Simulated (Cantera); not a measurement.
Cantera run:

```python
import numpy as np
import cantera as ct

gas_names = """
    Fe FeO O O2 O3 S SO SO2 SO3 S2 S2O S8
""".split()
cond_names = """
    Fe(a) Fe(c) Fe(d) Fe(L) FeO(s) FeO(L) FeS(a) FeS(b) FeS(c) FeS(L) FeSO4(s) FeS2(s) Fe2O3(s)
    Fe2S3O12(s) Fe3O4(s) S(cr1) S(cr2) S(L)
""".split()


# ... load() reads the species with a 1 bar reference pressure and builds the phases ...
atoms = {
    'FeS2': {'Fe': 1, 'S': 2},
    'SO3': {'S': 1, 'O': 3},
    'O2': {'O': 2},
}
top_T = {'FeSO4(s)': 950, 'FeS2(s)': 1010, 'Fe2O3(s)': 1830, 'Fe2S3O12(s)': 1100, 'Fe3O4(s)': 1870}  # K; cautious upper limits of use, not melting points


# ... equilibrate(T, P, feed) seeds the gas with the atoms and calls Mixture.equilibrate('TP', solver="vcs", rtol=1e-11, max_steps=5000) ...
results = []
feed = {'FeS2': 1, 'SO3': 1.2, 'O2': 0.071}  # mol
T = 1200  # K
P = 270000  # Pa
mix = equilibrate(T, P, feed)
results.append((T, P, feed, dict(zip(mix.species_names, mix.species_moles))))
print(gas.report(threshold=1e-05))
for i in range(1, mix.n_phases):
    print(f"{mix.phase(i).name:16s} {mix.phase_moles(i):12.5e} mol")
```

It prints:

```
       temperature   1200 K
          pressure   2.7e+05 Pa
           density   1.7376 kg/m^3
  mean mol. weight   64.209 kg/kmol
   phase of matter   gas

                          1 kg             1 kmol
                     ---------------   ---------------
          enthalpy        -3.404e+06       -2.1857e+08  J
   internal energy       -3.5594e+06       -2.2854e+08  J
           entropy            4790.2        3.0757e+05  J/K
    Gibbs function       -9.1523e+06       -5.8766e+08  J
 heat capacity c_p            846.22             54335  J/K
 heat capacity c_v            716.73             46020  J/K

                      mass frac. Y      mole frac. X     chem. pot. / RT
                     ---------------   ---------------   ---------------
                SO        0.00021974        0.00029358           -35.857
               SO2           0.91428           0.91643           -62.272
                S2          0.073786          0.073888           -18.883
               S2O           0.01171         0.0093845           -45.298
     [   +8 minor]        8.0005e-07        6.9317e-07

Fe(c)             0.00000e+00 mol
FeO(s)            0.00000e+00 mol
FeS(c)            1.00000e+00 mol
Fe2O3(s)          0.00000e+00 mol
Fe3O4(s)          0.00000e+00 mol
S(L)              0.00000e+00 mol
```

Equilibrium computed with Cantera from the NASA thermochemical tables; the gas is ideal and each condensed phase is pure. FeS: taken at fixed stoichiometry. Gases not in the tables: S3 to S7.
